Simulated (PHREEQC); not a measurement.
# Leach liquor (model solution)

Solution (25 °C): 58 mmol/kgw HCl, 93 mmol/kgw FeSO4 and 7.6 mmol/kgw Na2SO4. Closed to the air; pH follows from the charge balance.

The numbers come from PHREEQC with the Pitzer model, pitzer.dat.

Each row changes one thing in this solution. Precipitation was switched off in this run.

```csv
case,pH,ionic strength (mol/kgw),SO4-2 (mol/kgw),HSO4- (mol/kgw),SI of Mirabilite (Na2SO4:10H2O),SI of Halite (NaCl)
as made,1.64,0.403,0.0757,0.0249,-4.74,-4.96
Na2SO4 from 0.0076 to 0.038 mol/kgw,(withheld),0.487,0.102,0.0285,-3.26,-4.28
Na2SO4 from 0.0076 to 0.0152 mol/kgw,1.66,0.424,(withheld),(withheld),-4.12,-4.66
HCl from 0.058 to 0.029 mol/kgw,1.99,0.396,0.0869,0.0137,-4.66,-5.26
FeSO4 from 0.093 to 0.0465 mol/kgw,1.55,(withheld),0.0345,0.0196,-4.90,-4.91
```

**Question.** Fill in the missing entries.

**Answer.** 
- Na2SO4 from 0.0076 to 0.038 mol/kgw, pH: 1.71
- Na2SO4 from 0.0076 to 0.0152 mol/kgw, SO4-2 (mol/kgw): 0.0823
- Na2SO4 from 0.0076 to 0.0152 mol/kgw, HSO4- (mol/kgw): 0.0259
- FeSO4 from 0.093 to 0.0465 mol/kgw, ionic strength (mol/kgw): 0.228
